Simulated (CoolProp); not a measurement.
Vapour-liquid equilibrium of propane (1) + isohexane (2) at 0.132 bar; x and y are mole fractions of (1).

Model: multi-fluid Helmholtz-energy mixture model, Lemmon 2009 and Lemmon 2006; pair parameters Bell 2016, in CoolProp.

Give the bubble temperature and the first vapour's composition at x = 0.35, 0.65, 0.8. Is there an azeotrope?

x = 0.35: -64.0 °C, y = 0.995; x = 0.65: -73.6 °C, y = 0.999; x = 0.8: -76.6 °C, y = 0.999. No azeotrope shows between x = 0.05 and 0.95.

The pair parameters rest on a limited set of measurements; away from them the model extrapolates.
